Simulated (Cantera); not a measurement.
# Silicon oxide and oxynitride deposition: SiH4 + CO2 + N2

Charge: 1 mol SiH4, 5 mol CO2, 2.4 mol N2, at 34.0 Pa.

Cantera equilibrium calculation (NASA polynomials, part measured and part estimated; ideal gas, pure solids and liquids). Candidate condensed phases: C, C6H6, C7H8, C8H18, H2O, Si, SiC, SiO2, Si2N2O, Si3N4; 151 gas species. The tables hold silica as quartz up to 1696 K and as liquid above; real silica turns to tridymite and cristobalite and melts near 1996 K. The numbers say what is thermodynamically allowed, not how fast it happens.

From 598 K to 648 K the condensed part is C(graphite) + SiO2(α-quartz). From 698 K to 798 K the condensed part is SiO2(α-quartz). From 848 K to 1148 K the condensed part is SiO2(β-quartz).

```
T (K)  x CO2    x CO   x N2   x H2   x H2O  n C(graphite)  n SiO2(α-quartz)  n SiO2(β-quartz)
-----  -----  ------  -----  -----  ------  -------------  ----------------  ----------------
598    0.429  0.0441  0.288  0.178  0.0597           1.06              1.00                 0
648    0.355   0.154  0.268  0.194  0.0281          0.431              1.00                 0
698    0.295   0.237  0.255  0.188  0.0244              0              1.00                 0
748    0.286   0.246  0.255  0.179  0.0335              0              1.00                 0
798    0.276   0.256  0.255  0.170  0.0429              0              1.00                 0
848    0.267   0.265  0.255  0.160  0.0523              0                 0              1.00
898    0.258   0.274  0.255  0.151  0.0613              0                 0              1.00
948    0.249   0.283  0.255  0.143  0.0698              0                 0              1.00
998    0.242   0.290  0.255  0.135  0.0776              0                 0              1.00
1048   0.234   0.298  0.255  0.128  0.0849              0                 0              1.00
1098   0.228   0.304  0.255  0.121  0.0914              0                 0              1.00
1148   0.222   0.310  0.255  0.115  0.0974              0                 0              1.00
```
x: gas mole fraction; n: condensed amount in mol.
